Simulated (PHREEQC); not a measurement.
**Brackish or sea water: an equilibrium model**

Model water analysis in mg/L, 25 °C, pH 6.54, pe -1.4:

```tsv
constituent	mg/L
Na	4310
K	2820
Ca	578
Mg	318
Cl	10600
S(6) as SO4	406
Alkalinity as HCO3	1.79e-05
Li	6.13
```

Valence states are taken as typed.

Computed with PHREEQC (ion-association model, phreeqc.dat).

Each row changes one thing in this solution. Precipitation was switched off in this run.

| case | MgSO4 (mol/kgw) | CaSO4 (mol/kgw) | KSO4- (mol/kgw) | LiSO4- (mol/kgw) | HCO3- (mol/kgw) | CO2 (mol/kgw) | SI of Gypsum (CaSO4:2H2O) | SI of Halite (NaCl) |
|---|---|---|---|---|---|---|---|---|
| as made | 0.000513 | 0.000395 | 0.000291 | 2.43e-6 | 2.37e-7 | 1.02e-7 | -1.05 | -3.12 |
| temperature from 25 to 40 °C at the same typed pH | 0.000644 | 0.000386 | 0.000337 | 2.20e-6 | 1.24e-8 | 4.70e-9 | -1.09 | -3.14 |
| Li from 6.13 to 18.4 mg/L | 0.000512 | 0.000394 | 0.000290 | 7.28e-6 | 2.37e-7 | 1.02e-7 | -1.05 | -3.12 |

Constants without temperature data keep their 25 °C values here.
